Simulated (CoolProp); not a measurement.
Octamethyltrisiloxane (MDM) along the isotherm 575 K: density (kg/m³) from the reference equation and from simpler models built on Tc = 565.4 K, pc = 14.38 bar, ω = 0.528; each cubic takes its own stable root.

Model: reference Helmholtz-energy equation of state, Thol 2017, in CoolProp.

```
p (bar)          phase  reference
-------  -------------  ---------
5.53               gas      31.59
11.1               gas      80.38
16.6     supercritical      280.0
22.1     supercritical      413.8
27.6     supercritical      446.6
33.2     supercritical      467.4
38.7     supercritical      482.5
44.2     supercritical      494.6
49.8     supercritical      505.0
55.3     supercritical      513.9
60.8     supercritical      521.7
66.3     supercritical      528.7
71.9     supercritical      535.3
```

Problem. How far does each simpler model (Soave-Redlich-Kwong, Peng-Robinson) lie from the reference over these 13 states: mean and median of the absolute difference, and the worst?

Solution. 
- Soave-Redlich-Kwong: mean 9.2 %, median 9.1 %, worst -16.5 % at 575 K and 22.1 bar
- Peng-Robinson: mean 3.3 %, median 2.5 %, worst -9.4 % at 575 K and 16.6 bar
